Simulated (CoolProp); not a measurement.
Computed with CoolProp (reference Helmholtz-energy equation of state, Guder 2009).

Task: Give the vapour pressure (bar), vapour density (kg/m³), liquid viscosity (µPa s), liquid conductivity (mW/(m K)) of saturated sulfur hexafluoride at 3.25, 8.85 °C.

Result: 
```csv
T (°C),p (bar),vapour density (kg/m³),liquid viscosity (µPa s),liquid conductivity (mW/(m K))
3.25,13.7,116,175,60.6
8.85,15.9,137,158,58.7
```

Viscosity comes from a separate model (Quiñones-Cisneros 2012). Thermal conductivity comes from a separate model (Assael 2012).
